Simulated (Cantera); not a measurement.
Input: 1 mol HCl, 0.044 mol H₂, 0.28 mol O₂, held at 0.0240 bar.

These are equilibrium values from Cantera (NASA tables, ideal gas, pure condensed phases), not measurements of a reactor. Candidate condensed phases: H₂O; 14 gas species. Rates play no part. All values below are at 3023 K.

Base state: Cl 0.375, H 0.232, O 0.139, HCl 0.107, H₂ 0.0452, OH 0.0442, O₂ 0.0309, H₂O 0.0254 (mole fractions); condensed: gas only.

Task: What changes in the equilibrium state with this change: pressure from 0.0240 bar to 0.00490 bar?

Result: 
```csv
species,before,after
Cl,0.375,0.378
H,0.232,0.349
O,0.139,0.186
HCl,0.107,0.0331
H₂O,0.0254,0.00320
O₂,0.0309,0.0114
OH,0.0442,0.0182
H₂,0.0452,0.0208
Cl₂,3.41e-5,7.08e-6
ClO,9.10e-5,2.51e-5
```
